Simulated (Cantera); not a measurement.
Input (Python, Cantera):

```python
import numpy as np
import cantera as ct

surf = ct.Interface("diamond.yaml", "diamond_100")
gas, bulk = surf.adjacent["gas"], surf.adjacent["diamond"]
k = surf.kinetics_species_index(bulk.species_names[0])
cover = ["c6HH", "c6H*", "c6*H", "c6**", "c6HM", "c6B"]

rows, drift = [], 0.0
print(f"{'P':>10s}{'um/h':>11s}" + "".join(f"{s:>11s}" for s in cover))
for v in [400, 740, 1400, 2600, 4900, 9200, 17000, 32000]:
    T, P, xH, xCH3 = 998, v, 0.011, 0.0001
    gas.TPX = T, P, {"H": xH, "CH3": xCH3, "CH4": 0.008, "H2": 1 - xH - xCH3 - 0.008}
    surf.TP = bulk.TP = T, P
    surf.coverages = "c6H*:0.1, c6HH:0.9"
    surf.advance_coverages(100.0)
    before = surf.coverages
    surf.advance_coverages(100.0)
    drift = max(drift, np.max(np.abs(surf.coverages - before) / (surf.coverages + 1e-9)))
    rate = surf.net_production_rates[k] * bulk.mean_molecular_weight / bulk.density * 3.6e9
    rows.append([rate, *surf[cover].coverages])
    print(f"{v:10.4g}{rate:11.4e}" + "".join(f"{x:11.3e}" for x in rows[-1][1:]))
```

It prints:

```
         P       um/h       c6HH       c6H*       c6*H       c6**       c6HM        c6B
       400 1.7434e-01  5.953e-01  1.805e-02  3.714e-01  9.558e-03  4.130e-03  4.731e-10
       740 3.4905e-01  5.950e-01  1.804e-02  3.712e-01  9.554e-03  4.479e-03  9.472e-10
      1400 6.9208e-01  5.949e-01  1.805e-02  3.711e-01  9.554e-03  4.699e-03  1.878e-09
      2600 1.3182e+00  5.948e-01  1.808e-02  3.710e-01  9.556e-03  4.822e-03  3.577e-09
      4900 2.5204e+00  5.947e-01  1.813e-02  3.709e-01  9.562e-03  4.893e-03  6.839e-09
      9200 4.7706e+00  5.947e-01  1.822e-02  3.708e-01  9.576e-03  4.933e-03  1.295e-08
   1.7e+04 8.8598e+00  5.946e-01  1.840e-02  3.706e-01  9.601e-03  4.957e-03  2.404e-08
   3.2e+04 1.6750e+01  5.946e-01  1.874e-02  3.702e-01  9.649e-03  4.977e-03  4.545e-08
```

Model: the Harris–Goodwin 1993 mechanism for the reconstructed diamond (100) surface, integrated in Cantera.
